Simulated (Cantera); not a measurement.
What does this Cantera script print?

```python
import numpy as np
import cantera as ct

surf = ct.Interface("ptcombust.yaml", "Pt_surf")
gas = surf.adjacent["gas"]
gas.TPX = 300, 45000, {'H2': 0.02, 'O2': 0.085, 'N2': 0.79}
jet = ct.ImpingingJet(gas=gas, width=0.023, surface=surf)
jet.inlet.mdot, jet.inlet.T, jet.inlet.X = 0.068, 300, {'H2': 0.02, 'O2': 0.085, 'N2': 0.79}
jet.set_refine_criteria(ratio=10, slope=0.2, curve=0.3)
show, cover = ['H2', 'O2', 'H2O', 'OH'], ["PT(S)", "H(S)", "O(S)", "OH(S)", "CO(S)", "C(S)"]

rows = []
print(f"{'Ts/K':>7s}" + "".join(f"{s:>11s}" for s in show + cover) + "   (gas at the wall, coverages)")
for i, Ts in enumerate([600, 650, 700, 750, 800]):
    jet.surface.T = Ts
    if i == 0:
        surf.TP = Ts, 45000
        surf.coverages = "PT(S):0.5, O(S):0.5"
        surf.advance_coverages(1.0)
        jet.set_initial_guess(products="inlet")
    jet.solve(loglevel=0, auto=(i == 0))
    rows.append([*(jet.X[gas.species_index(s), -1] for s in show), *surf[cover].coverages])
    print(f"{Ts:7g}" + "".join(f"{x:11.3e}" for x in rows[-1]))
```

Output:

```
   Ts/K         H2         O2        H2O         OH      PT(S)       H(S)       O(S)      OH(S)      CO(S)       C(S)   (gas at the wall, coverages)
    600  1.318e-03  7.259e-02  4.063e-02  7.022e-13  2.982e-02  1.560e-09  9.602e-01  9.922e-03  1.626e-27  3.565e-31
    650  1.308e-03  7.264e-02  4.038e-02  9.056e-12  3.145e-02  2.206e-09  9.619e-01  6.668e-03  2.467e-17  1.392e-24
    700  1.250e-03  7.264e-02  4.025e-02  7.914e-11  3.445e-02  3.584e-09  9.607e-01  4.817e-03  3.652e-17 -1.833e-25
    750  1.039e-03  7.247e-02  4.043e-02  4.899e-10  4.342e-02  7.342e-09  9.527e-01  3.912e-03  4.104e-19  8.063e-25
    800  7.384e-04  7.220e-02  4.080e-02  2.161e-09  6.476e-02  1.942e-08  9.317e-01  3.568e-03  1.061e-19  1.239e-27
```

Model: Deutschmann's 1995 Pt surface mechanism with GRI-Mech 3.0 gas chemistry, integrated in Cantera. Catalytic surfaces can have several steady states; this one follows from the mechanism file's or the stated starting coverage.
